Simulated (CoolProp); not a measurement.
A single-stage vapour-compression cycle with R236EA: evaporating at 329.15 K (dew point), condensing at 377.15 K (bubble point), superheat 5 K, subcooling 2 K, compressor efficiency 0.85, no pressure losses. Each further row changes one setting.

Values from CoolProp's reference Helmholtz-energy equation of state, Rui 2013.

```json
[
 {"case": "as stated", "cooling COP": "___", "pressure ratio": "3.17", "discharge temperature (K)": "377.1", "refrigerating effect (kJ/kg)": "77.9", "volumetric capacity (kJ/m³)": "2650"},
 {"case": "evaporating temperature 334.15 K", "cooling COP": "___", "pressure ratio": "2.77", "discharge temperature (K)": "377.1", "refrigerating effect (kJ/kg)": "81.4", "volumetric capacity (kJ/m³)": "3180"},
 {"case": "condensing temperature 372.15 K", "cooling COP": "___", "pressure ratio": "2.85", "discharge temperature (K)": "372.1", "refrigerating effect (kJ/kg)": "85.4", "volumetric capacity (kJ/m³)": "2910"},
 {"case": "subcooling 7 K", "cooling COP": "4.23", "pressure ratio": "3.17", "discharge temperature (K)": "377.1", "refrigerating effect (kJ/kg)": "___", "volumetric capacity (kJ/m³)": "2910"},
 {"case": "superheat 15 K", "cooling COP": "4.07", "pressure ratio": "3.17", "discharge temperature (K)": "383.3", "refrigerating effect (kJ/kg)": "87.8", "volumetric capacity (kJ/m³)": "___"},
 {"case": "compressor efficiency 0.75", "cooling COP": "3.40", "pressure ratio": "3.17", "discharge temperature (K)": "377.1", "refrigerating effect (kJ/kg)": "77.9", "volumetric capacity (kJ/m³)": "2650"}
]
```

**Question.** What belongs in the gaps?

**Answer.** 
- as stated, cooling COP: 3.85
- evaporating temperature 334.15 K, cooling COP: 4.56
- condensing temperature 372.15 K, cooling COP: 4.61
- subcooling 7 K, refrigerating effect (kJ/kg): 85.5
- superheat 15 K, volumetric capacity (kJ/m³): 2850

The compression ends wet for: as stated; evaporating temperature 334.15 K; condensing temperature 372.15 K; subcooling 7 K; compressor efficiency 0.75.
